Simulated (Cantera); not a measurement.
Metals in furnace atmospheres: Pb + O2 + N2

Charge: 1 mol Pb, 0.0017 mol O2, 15 mol N2, equilibrated at 1502 °C and 10.0 Pa.

These are equilibrium values from Cantera (NASA tables, ideal gas, pure condensed phases), not measurements of a reactor. Candidate condensed phases: Pb, PbO, PbO2, Pb3O4; 12 gas species. The numbers say what is thermodynamically allowed, not how fast it happens.

```json
{
  "x(N2)": "0.937",
  "x(Pb)": "0.0624",
  "x(PbO)": "0.000105",
  "x(O)": "3.86e-5",
  "x(NO)": "3.66e-5",
  "x(O2)": "1.62e-5",
  "gas_amount": "16.00 mol",
  "log10 activity of Pb(l) (absent)": "-4.56"
}
```
